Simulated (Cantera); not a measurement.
Feed: 1 mol BN, a varied amount of H₂, at 1850 °C and 2.20e-5 bar.

Cantera equilibrium calculation (NASA polynomials, part measured and part estimated; ideal gas, pure solids and liquids). Candidate condensed phases: B, BN; 15 gas species. The numbers say what is thermodynamically allowed, not how fast it happens.

**Question.** Which condensed phases are stable at each of these points (n(H₂) (mol)): 16, 29, 50, 88, 150, 270, 470, 820?

**Answer.** 
```tsv
n(H₂) (mol)	condensed phases	B condensed (%)
16	B(s)	1.4
29	gas only	0.0
50	gas only	0.0
88	gas only	0.0
150	gas only	0.0
270	gas only	0.0
470	gas only	0.0
820	gas only	0.0
```

At 16 mol H₂ the condensed part is B(s). From 29 mol H₂ to 820 mol H₂ nothing is condensed.
